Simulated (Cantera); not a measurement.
A closed system holds: 1 mol Si, a varied amount of F2, 5.7 mol H2, at 600 K and 0.100 bar.

These are equilibrium values from Cantera (NASA tables, ideal gas, pure condensed phases), not measurements of a reactor. Candidate condensed phases: Si; 25 gas species. Rates play no part.

x: gas mole fraction; n: condensed amount in mol.

```json
[
 {"n(F2) (mol)": "1.2", "x H2": "0.903", "x HF": "5.77e-10", "x SiF4": "0.0915", "x SiHF3": "[?]", "x SiH2F2": "0.000195", "n Si(s)": "0.392"},
 {"n(F2) (mol)": "1.7", "x H2": "0.868", "x HF": "6.12e-10", "x SiF4": "0.125", "x SiHF3": "[?]", "x SiH2F2": "0.000220", "n Si(s)": "0.139"},
 {"n(F2) (mol)": "2.3", "x H2": "0.771", "x HF": "0.0857", "x SiF4": "0.143", "x SiHF3": "[?]", "x SiH2F2": "<1e-12", "n Si(s)": "0"},
 {"n(F2) (mol)": "3", "x H2": "0.610", "x HF": "0.260", "x SiF4": "0.130", "x SiHF3": "[?]", "x SiH2F2": "<1e-12", "n Si(s)": "0"},
 {"n(F2) (mol)": "4.1", "x H2": "0.409", "x HF": "0.477", "x SiF4": "0.114", "x SiHF3": "[?]", "x SiH2F2": "<1e-12", "n Si(s)": "0"},
 {"n(F2) (mol)": "5.5", "x H2": "0.216", "x HF": "0.686", "x SiF4": "0.0980", "x SiHF3": "1.07e-12", "x SiH2F2": "<1e-12", "n Si(s)": "0"},
 {"n(F2) (mol)": "7.5", "x H2": "0.0164", "x HF": "0.902", "x SiF4": "0.0820", "x SiHF3": "<1e-12", "x SiH2F2": "<1e-12", "n Si(s)": "0"}
]
```

### Question
Complete the blanks.

### Answer

- 1.2, x SiHF3: 0.00497
- 1.7, x SiHF3: 0.00617
- 2.3, x SiHF3: 4.46e-11
- 3, x SiHF3: 1.06e-11
- 4.1, x SiHF3: 3.38e-12
